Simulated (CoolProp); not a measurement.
n-heptane along the isotherm 546.9 K: density (kg/m³) from the reference equation and from simpler models built on Tc = 541.2 K, pc = 2.774 MPa, ω = 0.349; each cubic takes its own stable root.

The numbers come from the reference Helmholtz-energy equation of state, Span 2003 in CoolProp. It is a short technical equation, of lower accuracy than the large ones.

| p (MPa) | phase | reference |
|---|---|---|
| 0.0219 | gas | 0.4839 |
| 0.0331 | gas | 0.7323 |
| 0.0499 | gas | 1.106 |
| 0.0753 | gas | 1.675 |
| 0.114 | gas | 2.548 |
| 0.171 | gas | 3.849 |
| 0.258 | gas | 5.874 |
| 0.39 | gas | 9.039 |
| 0.588 | gas | 14.02 |
| 0.887 | gas | 22.17 |
| 1.34 | gas | 36.42 |
| 2.02 | gas | 65.41 |
| 3.05 | supercritical | 267.9 |
| 4.6 | supercritical | 387.3 |
| 6.93 | supercritical | 427.1 |

Task: How far does each simpler model (ideal gas, van der Waals, Redlich-Kwong, Soave-Redlich-Kwong, Peng-Robinson) lie from the reference over these 15 states: mean and median of the absolute difference, and the worst?

Result: 
- ideal gas: mean 19.8 %, median 4.9 %, worst -74.9 % at 546.9 K and 3.05 MPa
- van der Waals: mean 6.5 %, median 0.7 %, worst -30.5 % at 546.9 K and 4.6 MPa
- Redlich-Kwong: mean 3.3 %, median 0.1 %, worst -16.6 % at 546.9 K and 4.6 MPa
- Soave-Redlich-Kwong: mean 3.8 %, median 0.2 %, worst -19.4 % at 546.9 K and 3.05 MPa
- Peng-Robinson: mean 2.0 %, median 0.3 %, worst -13.1 % at 546.9 K and 3.05 MPa
